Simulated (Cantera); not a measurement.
## Silicon etching in halogen gases: Si + NF3 + H2 + HF

Charge: 1 mol Si, 4.6 mol NF3, 0.99 mol H2, 11 mol HF, equilibrated at 0.133 bar.

Method: chemical equilibrium by Gibbs-energy minimisation in Cantera with the NASA 1993 tables (ideal gas, pure condensed phases). Candidate condensed phases: Si, Si3N4; 37 gas species. Kinetics and transport are ignored.

```tsv
T (K)	x HF	x F	x F2	x NF3	x N2	x SiF4
700	0.716	0.000836	0.0449	0.113	0.0701	0.0551
750	0.692	0.00301	0.0899	0.0781	0.0836	0.0533
800	0.667	0.00835	0.134	0.0416	0.0974	0.0514
850	0.648	0.0188	0.159	0.0177	0.106	0.0499
900	0.636	0.0362	0.163	0.00669	0.109	0.0490
950	0.624	0.0625	0.153	0.00244	0.109	0.0481
1000	0.612	0.0983	0.134	0.000875	0.108	0.0471
1050	0.597	0.142	0.109	0.000302	0.106	0.0460
1100	0.582	0.189	0.0810	9.86e-5	0.103	0.0449
1150	0.569	0.231	0.0555	3.01e-5	0.101	0.0438
1200	0.558	0.265	0.0354	8.71e-6	0.0988	0.0430
1250	0.550	0.288	0.0215	2.46e-6	0.0975	0.0424
1300	0.546	0.303	0.0129	7.08e-7	0.0967	0.0420
1350	0.543	0.312	0.00769	2.12e-7	0.0962	0.0418
```
x: gas mole fraction; nothing condenses.

From 700 K to 1350 K nothing is condensed. The main Si-bearing gas is SiF4 throughout.
